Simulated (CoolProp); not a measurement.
Vapour-liquid equilibrium of propane (1) + isobutene (2) at 2.66 bar; x and y are mole fractions of (1).

Model: multi-fluid Helmholtz-energy mixture model, Lemmon 2009 and Lemmon 2005; pair parameters Bell 2016, in CoolProp.

```json
[
 {"x": "0.05", "bubble temperature (°C)": "16.1", "y at the bubble point": "0.164", "dew temperature at overall composition x (°C)": "19.3", "liquid density (mol/L)": "10.72"},
 {"x": "0.15", "bubble temperature (°C)": "9.4", "y at the bubble point": "0.387", "dew temperature at overall composition x (°C)": "16.5", "liquid density (mol/L)": "10.94"},
 {"x": "0.25", "bubble temperature (°C)": "4.3", "y at the bubble point": "0.533", "dew temperature at overall composition x (°C)": "13.6", "liquid density (mol/L)": "11.14"},
 {"x": "0.35", "bubble temperature (°C)": "0.3", "y at the bubble point": "0.639", "dew temperature at overall composition x (°C)": "10.6", "liquid density (mol/L)": "11.32"},
 {"x": "0.45", "bubble temperature (°C)": "-3.2", "y at the bubble point": "0.722", "dew temperature at overall composition x (°C)": "7.2", "liquid density (mol/L)": "11.50"},
 {"x": "0.55", "bubble temperature (°C)": "-6.2", "y at the bubble point": "0.792", "dew temperature at overall composition x (°C)": "3.7", "liquid density (mol/L)": "11.68"},
 {"x": "0.65", "bubble temperature (°C)": "-9.1", "y at the bubble point": "0.851", "dew temperature at overall composition x (°C)": "-0.2", "liquid density (mol/L)": "11.86"},
 {"x": "0.75", "bubble temperature (°C)": "-11.7", "y at the bubble point": "0.903", "dew temperature at overall composition x (°C)": "-4.3", "liquid density (mol/L)": "12.05"},
 {"x": "0.85", "bubble temperature (°C)": "-14.2", "y at the bubble point": "0.947", "dew temperature at overall composition x (°C)": "-9.0", "liquid density (mol/L)": "12.23"},
 {"x": "0.95", "bubble temperature (°C)": "-16.5", "y at the bubble point": "0.984", "dew temperature at overall composition x (°C)": "-14.4", "liquid density (mol/L)": "12.42"}
]
```

No azeotrope shows between x = 0.05 and 0.95.

The pair parameters rest on a limited set of measurements; away from them the model extrapolates.
